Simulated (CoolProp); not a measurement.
Computed with CoolProp (reference Helmholtz-energy equation of state, Thol 2019).

**Question.** For n-pentane, give the phase and the density (kg/m³), Joule-Thomson coefficient (K/MPa), isothermal compressibility (1/MPa), expansivity (1/kK) at 346.85 °C and 12.3 MPa; 346.85 °C and 13.5 MPa; 346.85 °C and 16.8 MPa.

**Answer.** 
- 346.85 °C and 12.3 MPa: supercritical; density 246, Joule-Thomson coefficient 1.92, isothermal compressibility 0.0713, expansivity 4.35
- 346.85 °C and 13.5 MPa: supercritical; density 265, Joule-Thomson coefficient 1.57, isothermal compressibility 0.0575, expansivity 4.02
- 346.85 °C and 16.8 MPa: supercritical; density 308, Joule-Thomson coefficient 0.934, isothermal compressibility 0.0350, expansivity 3.25
